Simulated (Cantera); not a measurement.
Cantera run, input and output.

```python
import numpy as np
import cantera as ct

gas = ct.Solution("gri30.yaml")
gas.TPX = 723, 101325, {'CH4': 1, 'H2': 0.035, 'O2': 1.44, 'N2': 5.42}
flame = ct.FreeFlame(gas, width=0.04)
flame.set_refine_criteria(ratio=3, slope=0.08, curve=0.16)
flame.transport_model = "mixture-averaged"
flame.solve(loglevel=0, auto=True)
z, T = flame.grid, flame.T
thick = (T[-1] - T[0]) / np.gradient(T, z).max()
show = ['CH4', 'H2', 'O2', 'NO', 'H2O2', 'C2H']
print(f"laminar burning velocity  {flame.velocity[0] * 100:.3f} cm/s")
print(f"burnt temperature         {T[-1]:.1f} K")
print(f"thermal thickness         {thick * 1e3:.4f} mm")
print(f"grid points               {len(z)}")
z0 = z[flame.heat_release_rate.argmax()]
print(f"{'z/mm':>9s}{'T/K':>9s}{'u/(m/s)':>9s}" + "".join(f"{s:>11s}" for s in show))
rows = []
for k in (-3, -2, -1.5, -1, -0.5, -0.25, 0, 0.25, 0.5, 1, 2, 4, 8):
    zz = z0 + k * thick
    rows.append([k * thick, np.interp(zz, z, T), np.interp(zz, z, flame.velocity),
                 *(np.interp(zz, z, flame.X[gas.species_index(s)]) for s in show)])
    print(f"{rows[-1][0] * 1e3:9.3f}{rows[-1][1]:9.1f}{rows[-1][2]:9.3f}" + "".join(f"{x:11.3e}" for x in rows[-1][3:]))
```

Output:

```
laminar burning velocity  124.223 cm/s
burnt temperature         2278.8 K
thermal thickness         0.3897 mm
grid points               137
     z/mm      T/K  u/(m/s)        CH4         H2         O2         NO       H2O2        C2H
   -1.169    723.6    1.247  1.262e-01  7.667e-03  1.818e-01  2.568e-09  1.439e-08  1.180e-21
   -0.779    728.1    1.261  1.250e-01  1.289e-02  1.806e-01  2.710e-08  1.459e-07  6.499e-19
   -0.585    744.5    1.297  1.228e-01  1.889e-02  1.785e-01  1.323e-07  6.477e-07  9.374e-17
   -0.390    833.5    1.470  1.142e-01  2.983e-02  1.704e-01  8.926e-07  3.147e-06  5.628e-14
   -0.195   1234.4    2.229  7.861e-02  4.688e-02  1.319e-01  6.188e-06  8.644e-06  7.060e-10
   -0.097   1605.5    2.944  4.367e-02  5.588e-02  8.859e-02  1.359e-05  4.386e-06  8.593e-08
    0.000   1942.3    3.609  1.315e-02  6.069e-02  4.208e-02  2.699e-05  1.810e-06  1.780e-06
    0.097   2116.4    3.949  2.175e-03  5.979e-02  1.495e-02  4.863e-05  4.034e-07  3.571e-06
    0.195   2173.8    4.053  3.002e-04  5.837e-02  4.944e-03  7.308e-05  1.008e-07  1.709e-06
    0.390   2198.7    4.088  8.306e-06  5.854e-02  9.318e-04  1.064e-04  4.430e-08  1.433e-07
    0.779   2212.9    4.106  4.571e-08  5.957e-02  4.312e-04  1.305e-04  3.428e-08  1.558e-09
    1.559   2229.5    4.132  9.194e-11  5.994e-02  3.010e-04  1.410e-04  2.663e-08  2.973e-12
    3.118   2248.5    4.162  3.372e-13  6.017e-02  1.792e-04  1.451e-04  1.807e-08  1.761e-15
```

Cantera simulation using GRI-Mech 3.0 (53 species, 325 reactions); the numbers are that mechanism's predictions, not measurements. Burning velocities carry a grid error of a few per cent, more on coarse grids.
